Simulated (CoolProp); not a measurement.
Vapour-liquid equilibrium of cyclopropane (1) + R134a (2) at 4.62 bar; x and y are mole fractions of (1).

Computed with CoolProp (multi-fluid Helmholtz-energy mixture model, Polt 1992 and Tillner-Roth 1994; pair parameters Bell 2016). This equation is an older, rougher fit; its heat capacities, sound speeds and derivatives of the liquid may be far off and weren't checked against measurements.

```json
[
 {"x": "0.05", "bubble temperature, mixture model (°C)": "10.1", "bubble temperature, Raoult's law (°C)": "13.1", "y, mixture model": "0.131", "y, Raoult's law": "0.056"},
 {"x": "0.2", "bubble temperature, mixture model (°C)": "4.3", "bubble temperature, Raoult's law (°C)": "12.5", "y, mixture model": "0.366", "y, Raoult's law": "0.220"},
 {"x": "0.35", "bubble temperature, mixture model (°C)": "1.8", "bubble temperature, Raoult's law (°C)": "11.9", "y, mixture model": "0.481", "y, Raoult's law": "0.379"},
 {"x": "0.5", "bubble temperature, mixture model (°C)": "0.9", "bubble temperature, Raoult's law (°C)": "11.3", "y, mixture model": "0.549", "y, Raoult's law": "0.531"},
 {"x": "0.65", "bubble temperature, mixture model (°C)": "0.9", "bubble temperature, Raoult's law (°C)": "10.7", "y, mixture model": "0.607", "y, Raoult's law": "0.678"},
 {"x": "0.8", "bubble temperature, mixture model (°C)": "2.0", "bubble temperature, Raoult's law (°C)": "10.1", "y, mixture model": "0.689", "y, Raoult's law": "0.820"},
 {"x": "0.95", "bubble temperature, mixture model (°C)": "6.2", "bubble temperature, Raoult's law (°C)": "9.5", "y, mixture model": "0.875", "y, Raoult's law": "0.956"}
]
```

The largest gap from Raoult's law is -10.4 K in bubble temperature, at x = 0.5. y crosses x between x = 0.5 and 0.65: the model has an azeotrope there.

The pair parameters rest on a limited set of measurements; away from them the model extrapolates.
